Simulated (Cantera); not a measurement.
An adiabatic, constant-pressure homogeneous reactor starts with CH4 : H2 : O2 : N2 = 1 : 0.052 : 2.11 : 7.94 (molar parts), at 1375 K and 10.0 bar. Integrator tolerance rtol = 1e-08.

Cantera simulation using GRI-Mech 3.0 (53 species, 325 reactions); the numbers are that mechanism's predictions, not measurements.

Problem. What does this change do: initial temperature 1375 to 1300 K?

Solution. 
```tsv
quantity	before	after
time of steepest temperature rise	0.451 ms	0.915 ms
temperature at 0.500 s	2819 K	2782 K
equilibrium temperature	2819 K	2782 K
x(CH4) at 0.500 s	<1e-12 (gas-phase equilibrium <1e-12)	<1e-12 (gas-phase equilibrium <1e-12)
x(H2) at 0.500 s	0.00955 (gas-phase equilibrium 0.00955)	0.00863 (gas-phase equilibrium 0.00863)
x(O2) at 0.500 s	0.0162 (gas-phase equilibrium 0.0162)	0.0154 (gas-phase equilibrium 0.0154)
x(NO) at 0.500 s	0.00988 (gas-phase equilibrium 0.00988)	0.00917 (gas-phase equilibrium 0.00917)
x(C2H2) at 0.500 s	<1e-12 (gas-phase equilibrium <1e-12)	<1e-12 (gas-phase equilibrium <1e-12)
```

Problem. What does this change do: pressure from 10.0 bar to 25.0 bar?

Solution. 
```tsv
quantity	before	after
time of steepest temperature rise	0.451 ms	0.176 ms
temperature at 0.500 s	2819 K	2868 K
equilibrium temperature	2819 K	2868 K
x(CH4) at 0.500 s	<1e-12 (gas-phase equilibrium <1e-12)	<1e-12 (gas-phase equilibrium <1e-12)
x(H2) at 0.500 s	0.00955 (gas-phase equilibrium 0.00955)	0.00792 (gas-phase equilibrium 0.00792)
x(O2) at 0.500 s	0.0162 (gas-phase equilibrium 0.0162)	0.0143 (gas-phase equilibrium 0.0143)
x(NO) at 0.500 s	0.00988 (gas-phase equilibrium 0.00988)	0.00994 (gas-phase equilibrium 0.00994)
x(C2H2) at 0.500 s	<1e-12 (gas-phase equilibrium <1e-12)	<1e-12 (gas-phase equilibrium <1e-12)
```
The pressure lies above the range GRI-Mech 3.0 was tuned for (to about 10 atm).

Problem. What does this change do: N2 7.94 to 16 parts?

Solution. 
| quantity | before | after |
|---|---|---|
| time of steepest temperature rise | 0.451 ms | 0.908 ms |
| temperature at 0.500 s | 2819 K | 2415 K |
| equilibrium temperature | 2819 K | 2415 K |
| x(CH4) at 0.500 s | <1e-12 (gas-phase equilibrium <1e-12) | <1e-12 (gas-phase equilibrium <1e-12) |
| x(H2) at 0.500 s | 0.00955 (gas-phase equilibrium 0.00955) | 0.00175 (gas-phase equilibrium 0.00175) |
| x(O2) at 0.500 s | 0.0162 (gas-phase equilibrium 0.0162) | 0.00533 (gas-phase equilibrium 0.00533) |
| x(NO) at 0.500 s | 0.00988 (gas-phase equilibrium 0.00988) | 0.00323 (gas-phase equilibrium 0.00323) |
| x(C2H2) at 0.500 s | <1e-12 (gas-phase equilibrium <1e-12) | <1e-12 (gas-phase equilibrium <1e-12) |
